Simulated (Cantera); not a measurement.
A perfectly stirred reactor is fed with H2 : O2 : N2 = 0.52 : 1 : 1.6 (molar parts), equivalence ratio 0.26, at 593 Torr; it is held at 1250 K, and followed from long to short residence time.

Detailed kinetics in Cantera: GRI-Mech 3.0 (53 species, 325 reactions). The temperature is held fixed by assumption; the heat of reaction is taken as removed at once.

Task: Predict: x(H2) at τ = 23.0 s; x(O2) at τ = 23.0 s; x(NO) at τ = 23.0 s; x(N2O) at τ = 23.0 s; x(O) at τ = 23.0 s; x(H2) at τ = 0.300 s; x(O2) at τ = 0.300 s; x(NO) at τ = 0.300 s; x(N2O) at τ = 0.300 s; x(O) at τ = 0.300 s.

Result: 
* **x(H2) at τ = 23.0 s**: 9.19e-6
* **x(O2) at τ = 23.0 s**: 0.259
* **x(NO) at τ = 23.0 s**: 4.00e-7
* **x(N2O) at τ = 23.0 s**: 3.25e-7
* **x(O) at τ = 23.0 s**: 1.34e-6
* **x(H2) at τ = 0.300 s**: 0.000172
* **x(O2) at τ = 0.300 s**: 0.259
* **x(NO) at τ = 0.300 s**: 2.97e-7
* **x(N2O) at τ = 0.300 s**: 8.38e-7
* **x(O) at τ = 0.300 s**: 2.72e-5
